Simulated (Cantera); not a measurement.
Mixture: H2 : O2 : N2 = 1 : 0.238 : 1.64 (molar parts), equivalence ratio 2.1, at 7500 Torr, adiabatic and at constant volume. Ignition delay is the time to a rise of 400 K.

Cantera simulation using GRI-Mech 3.0 (53 species, 325 reactions); the numbers are that mechanism's predictions, not measurements. The hydrogen kinetics of GRI-Mech 3.0 are dated; newer H2 mechanisms differ, most at raised pressure. Where the delays flatten at high temperature, the 400 K rule measures the pace of heat release, not the induction time.

What does this change do: pressure from 7500 Torr to 3750 Torr?


```json
[
 {"quantity": "delay at 1323 K", "before": "5.88 µs", "after": "8.71 µs"},
 {"quantity": "delay at 1523 K", "before": "1.96 µs", "after": "3.86 µs"},
 {"quantity": "delay at 1723 K", "before": "1.12 µs", "after": "2.45 µs"},
 {"quantity": "delay at 1923 K", "before": "0.806 µs", "after": "1.99 µs"}
]
```
